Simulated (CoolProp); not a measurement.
R113 along the isotherm 246.3 K: density (kg/m³) from the reference equation and from simpler models built on Tc = 487.2 K, pc = 3392 kPa, ω = 0.253; each cubic takes its own stable root.

Values from CoolProp's reference Helmholtz-energy equation of state, Marx 1992.

| p (kPa) | phase | reference |
|---|---|---|
| 26.8 | liquid | 1684 |
| 61 | liquid | 1684 |
| 139 | liquid | 1684 |
| 316 | liquid | 1684 |
| 719 | liquid | 1685 |
| 1640 | liquid | 1686 |
| 3730 | liquid | 1690 |
| 8480 | liquid | 1698 |

How far does each simpler model (van der Waals, Redlich-Kwong, Peng-Robinson) lie from the reference over these 8 states: mean and median of the absolute difference, and the worst?


- van der Waals: mean 53.9 %, median 39.0 %, worst -99.9 % at 246.3 K and 26.8 kPa
- Redlich-Kwong: mean 9.4 %, median 9.6 %, worst -9.6 % at 246.3 K and 26.8 kPa
- Peng-Robinson: mean 3.9 %, median 3.9 %, worst +3.9 % at 246.3 K and 8480 kPa

At some of these states van der Waals gives the other phase, because its saturation line lies elsewhere.
